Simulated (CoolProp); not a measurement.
A single-stage vapour-compression cycle with the fluid: evaporating at 309.15 K (dew point), condensing at 374.15 K (bubble point), superheat 5 K, subcooling 2 K, compressor efficiency 0.65, no pressure losses. The same conditions are run with several fluids, on thermodynamics alone (safety and materials aside).

Model: reference Helmholtz-energy equation of state of each fluid (R141b: Lemmon 2006; cyclohexane: Zhou 2014; cis-2-butene: Lemmon 2005; R236EA: Rui 2013; 1,2-dichloroethane: Thol 2015; isobutene: Lemmon 2005), in CoolProp.

```tsv
fluid	cooling COP	pressure ratio	discharge temperature (K)	refrigerating effect (kJ/kg)	volumetric capacity (kJ/m³)
R141b	2.39	5.96	396.8	147	…
cyclohexane	2.44	8.57	…	262	179
cis-2-butene	2.20	4.82	393.3	231	1620
R236EA	1.77	5.41	…	68.1	1290
1,2-dichloroethane	2.63	…	430.5	269	178
isobutene	1.98	4.44	386.0	…	…
```

Question: Complete the blanks.

Answer: 
- R141b, volumetric capacity (kJ/m³): 799
- cyclohexane, discharge temperature (K): 387.4
- R236EA, discharge temperature (K): 375.8
- 1,2-dichloroethane, pressure ratio: 9.79
- isobutene, refrigerating effect (kJ/kg): 186
- isobutene, volumetric capacity (kJ/m³): 1870
